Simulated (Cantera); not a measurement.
Standard-state values (1 bar) from the NASA 1993 polynomials, evaluated with Cantera. Values are per mole of reaction as written; species without (g) are pure solids or liquids, kept so even where they would boil at 1 bar.

2 H₂(g) + 2 O(g) + BaF₂ = 2 HF(g) + Ba(OH)₂

| T (K) | ΔH° (kJ) | ΔS° (J/K) | ΔG° (kJ) | log10 K | condensed phases |
|---|---|---|---|---|---|
| 300 | ___ | ___ | ___ | ___ | BaF₂(s), Ba(OH)₂(s) |
| 1798 | -799.8 | -225.1 | -395.2 | 11.48 | BaF₂(l), Ba(OH)₂(l) |
| 1898 | -799.9 | -225.1 | -372.7 | 10.26 | BaF₂(l), Ba(OH)₂(l) |
| 1998 | -800.0 | -225.1 | -350.1 | 9.15 | BaF₂(l), Ba(OH)₂(l) |
| 2098 | -800.1 | -225.2 | -327.6 | 8.16 | BaF₂(l), Ba(OH)₂(l) |
| 2198 | ___ | ___ | ___ | ___ | BaF₂(l), Ba(OH)₂(l) |
| 2298 | ___ | ___ | ___ | ___ | BaF₂(l), Ba(OH)₂(l) |
| 2398 | -800.4 | -225.3 | -260.0 | 5.66 | BaF₂(l), Ba(OH)₂(l) |
| 2498 | -800.6 | -225.4 | -237.5 | 4.97 | BaF₂(l), Ba(OH)₂(l) |
| 2598 | ___ | ___ | ___ | ___ | BaF₂(l), Ba(OH)₂(l) |

**Question.** Some entries are withheld; supply them.

**Answer.** 
- 300, ΔH° (kJ): -781.3
- 300, ΔS° (J/K): -225.2
- 300, ΔG° (kJ): -713.7
- 300, log10 K: 124.27
- 2198, ΔH° (kJ): -800.2
- 2198, ΔS° (J/K): -225.2
- 2198, ΔG° (kJ): -305.1
- 2198, log10 K: 7.25
- 2298, ΔH° (kJ): -800.3
- 2298, ΔS° (J/K): -225.3
- 2298, ΔG° (kJ): -282.6
- 2298, log10 K: 6.42
- 2598, ΔH° (kJ): -800.7
- 2598, ΔS° (J/K): -225.5
- 2598, ΔG° (kJ): -215.0
- 2598, log10 K: 4.32
